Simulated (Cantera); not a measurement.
A closed system holds: 1 mol SiHCl3, 0.28 mol NH3, 14 mol N2, equilibrated at 9.40e-5 bar.

These are equilibrium values from Cantera (NASA tables, ideal gas, pure condensed phases), not measurements of a reactor. Candidate condensed phases: NH4Cl, Si, Si3N4; 28 gas species. The tables' values for SiCl3 are old estimates; treat these amounts as uncertain. Kinetics and transport are ignored. All values below are at 1123 K.

Base state: N2 0.867, HCl 0.102, SiCl4 0.0191, H2 0.00736, SiCl2 0.00267, SiCl3 0.00203, SiHCl3 2.38e-5 (mole fractions); condensed: Si3N4(s).

Question: What changes in the equilibrium state with this change: pressure from 9.40e-5 bar to 0.0480 bar?

Answer: 
| species | before | after |
|---|---|---|
| N2 | 0.867 | 0.872 |
| HCl | 0.102 | 0.0889 |
| SiCl4 | 0.0191 | 0.0252 |
| H2 | 0.00736 | 0.0139 |
| SiCl2 | 0.00267 | 1.69e-5 |
| SiCl3 | 0.00203 | 0.000185 |
| Si3N4(s), mol | 0.207 | 0.200 |
